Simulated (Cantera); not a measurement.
An isothermal, constant-pressure homogeneous reactor starts with 38.2 % H₂, 29.4 % O₂, 32.4 % N₂, at 1250 K and 105 Torr.

Computed with Cantera and the H2/O2 subset of GRI-Mech 3.0, which has no nitrogen chemistry. The temperature is held fixed by assumption; the heat of reaction is taken as removed at once.

x: mole fraction; the columns are a selection and need not sum to one.

```tsv
t (s)	x H₂	x O₂	x H₂O₂	x HO₂	x H
3.00e-5	0.382	0.294	6.20e-10	9.08e-8	6.18e-7
7.98e-5	0.382	0.294	2.39e-8	4.78e-6	0.000281
0.000212	?	?	?	?	?
0.000564	0.0157	0.131	4.74e-6	3.69e-5	0.0181
0.00150	0.00196	0.127	2.74e-6	2.28e-5	0.000616
0.00399	0.000209	0.127	8.24e-7	5.47e-6	2.08e-5
0.0106	3.02e-5	0.127	2.42e-7	1.06e-6	1.33e-6
0.0282	6.31e-6	0.127	7.77e-8	2.60e-7	1.46e-7
0.0751	1.73e-6	0.127	2.71e-8	8.01e-8	2.29e-8
0.200	?	0.127	?	?	?
0.531	2.25e-7	0.127	4.26e-9	2.17e-8	1.14e-9
1.41	1.34e-7	0.127	2.54e-9	2.08e-8	5.20e-10
3.76	1.23e-7	0.127	2.33e-9	2.09e-8	4.57e-10
10.0	1.23e-7	0.127	2.32e-9	2.09e-8	4.56e-10
```

Task: Fill in the missing entries.

Result: 
- 0.000212, x H₂: 0.0430
- 0.000212, x O₂: 0.143
- 0.000212, x H₂O₂: 2.86e-6
- 0.000212, x HO₂: 3.30e-5
- 0.000212, x H: 0.126
- 0.200, x H₂: 5.68e-7
- 0.200, x H₂O₂: 1.01e-8
- 0.200, x HO₂: 3.29e-8
- 0.200, x H: 4.50e-9
